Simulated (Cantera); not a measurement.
Cantera with NASA thermochemical tables; ideal gases at 1 bar, condensed phases pure. Values are per mole of reaction as written; species without (g) are pure solids or liquids, kept so even where they would boil at 1 bar.

H₂(g) + 2 SrCl₂ + 2 OH(g) → 2 SrO + 4 HCl(g), with ΔH° = 25.6 kJ and ΔS° = 130.7 J/K at 300 K.

How far is the shortcut ΔG° ≈ ΔH°(300 K) − T·ΔS°(300 K) from the full temperature-dependent value at 775, 975, 1175, 1375, 1575, 1775, 1975 K?


```
T (K)  shortcut (kJ)  full (kJ)  difference (kJ)  difference in log10 K  condensed phases
-----  -------------  ---------  ---------------  ---------------------  ----------------
775            -75.6      -67.1             -8.5                   0.58  SrCl₂(s), SrO(s)
975           -101.8      -85.9            -15.9                   0.85  SrCl₂(s), SrO(s)
1175          -127.9      -98.9            -29.0                   1.29  SrCl₂(l), SrO(s)
1375          -154.0     -104.3            -49.8                   1.89  SrCl₂(l), SrO(s)
1575          -180.2     -108.1            -72.1                   2.39  SrCl₂(l), SrO(s)
1775          -206.3     -110.6            -95.7                   2.82  SrCl₂(l), SrO(s)
1975          -232.4     -112.1           -120.4                   3.18  SrCl₂(l), SrO(s)
```
The shortcut ignores heat capacities and the phase changes listed.
